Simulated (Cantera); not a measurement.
Gas mixture: 53.9 % H₂O, 32.6 % C₂H₄, 13.5 % C₃H₈, at 750 Torr, frozen composition.

Cantera's kinetic-theory transport with the Lennard-Jones parameters of GRI-Mech 3.0, ideal gas; thermal conductivity in the multicomponent form. Polar gases are described roughly by these parameters. The composition is frozen, though it would react at the higher temperatures.

One state of this run: ρ (kg/m³) = 0.597; cp (J/kg/K) = 2195; μ (µPa s) = 16.4; λ (mW/m/K) = 49.2; Pr = 0.733; D (cm²/s) CH₄ = 0.495; D (cm²/s) H₂ = 1.73; D (cm²/s) CH₃ = 0.502. D: mixture-averaged diffusion coefficient of that species in the mixture.

Task: Which value of T (K) does it belong to?
(A) 700
(B) 600
(C) 500
(D) 400

Result: C, 500
